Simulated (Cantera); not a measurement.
Input (Python, Cantera):

```python
import numpy as np
import cantera as ct

gas = ct.Solution("gri30.yaml")
gas.TPX = 3000, 2666, {'CH4': 0.0092, 'H2': 1, 'O2': 0.01}
reactor = ct.IdealGasConstPressureReactor(gas, energy="off", clone=False)
net = ct.ReactorNet([reactor])
net.rtol, net.atol = 1e-08, 1e-18
show = ['CH4', 'H2', 'O2', 'C2H2', 'CH2O']
times = np.geomspace(1e-05, 8, 13)

steps = ct.SolutionArray(gas, extra=["t"])
rows = []
print(f"{'t/s':>10s}{'T/K':>9s}{'P/Pa':>11s}" + "".join(f"{s:>11s}" for s in show))
for t in times:
    while net.time < t:
        t_next = net.step()
        steps.append(gas.state, t=t_next)
    rows.append([np.interp(t, steps.t, y) for y in (steps.T, steps.P, *steps(*show).X.T)])
    print(f"{t:10.3e}{rows[-1][0]:9.1f}{rows[-1][1]:11.4g}" + "".join(f"{x:11.3e}" for x in rows[-1][2:]))
rate = np.gradient(steps.T, steps.t)
print("integrator steps:", len(steps.t))
if steps.T.max() > steps.T[0] + 200:
    print(f"time of steepest temperature rise: {steps.t[rate.argmax()]:.4e} s")
gas.TPX = 3000, 2666, {'CH4': 0.0092, 'H2': 1, 'O2': 0.01}
gas.equilibrate("TP")
print(f"equilibrium (TP): T = {gas.T:.1f} K  " + "  ".join(f"{s} {gas[s].X[0]:.3e}" for s in show))
```

Output:

```
       t/s      T/K       P/Pa        CH4         H2         O2       C2H2       CH2O
 1.000e-05   3000.0       2666  8.407e-03  9.786e-01  9.621e-03  2.739e-08  6.059e-07
 3.104e-05   3000.0       2666  7.581e-03  9.710e-01  8.612e-03  1.633e-06  3.232e-06
 9.635e-05   3000.0       2666  5.319e-03  9.431e-01  2.855e-03  1.021e-04  2.798e-06
 2.991e-04   3000.0       2666  2.428e-03  9.160e-01  1.359e-06  1.412e-03  1.736e-06
 9.283e-04   3000.0       2666  4.746e-04  8.946e-01  1.956e-07  2.584e-03  6.028e-07
 2.882e-03   3000.0       2666  1.088e-04  8.637e-01  2.476e-07  1.181e-03  2.089e-07
 8.944e-03   3000.0       2666  4.357e-07  7.967e-01  4.196e-07  3.742e-06  2.773e-09
 2.776e-02   3000.0       2666  3.935e-12  6.506e-01  1.652e-06  2.908e-14  2.426e-10
 8.618e-02   3000.0       2666  1.775e-13  4.666e-01  4.869e-06  1.720e-15  5.198e-11
 2.675e-01   3000.0       2666  4.871e-14  3.868e-01  6.657e-06  5.837e-16  2.655e-11
 8.303e-01   3000.0       2666  4.598e-14  3.833e-01  6.734e-06  5.572e-16  2.575e-11
 2.577e+00   3000.0       2666  4.598e-14  3.833e-01  6.734e-06  5.572e-16  2.575e-11
 8.000e+00   3000.0       2666  4.598e-14  3.833e-01  6.734e-06  5.572e-16  2.575e-11
integrator steps: 2145
equilibrium (TP): T = 3000.0 K  CH4 4.669e-14  H2 3.833e-01  O2 6.734e-06  C2H2 5.611e-16  CH2O 2.575e-11
```

Computed with Cantera and GRI-Mech 3.0 (53 species, 325 reactions). Radical loss at walls, strong at low pressure, is not modelled.
